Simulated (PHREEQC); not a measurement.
Dissolve 12 mmol/kgw HF, 73 mmol/kgw (CH3)4NF and 11 mmol/kgw HCl at 25 °C. It is in equilibrium with CO2 at log p = -1 (atm). Otherwise closed; pH follows from the charge balance.

All values are PHREEQC results (ion-association model, wateq4f.dat), not measurements.

This is a speciation only: nothing precipitates in the calculation.

Problem. What pH does the model give?

Solution. pH 3.59.

Problem. In which forms is F present?

Solution. F- 69 %, HF 20 %, HF2- 9.2 %, H2F2 1.8 % of the F.

Complexes and solids missing from the database can't appear. (CH3)4N+ isn't in the database: it is added as a free cation with an ion size of 4 Å.
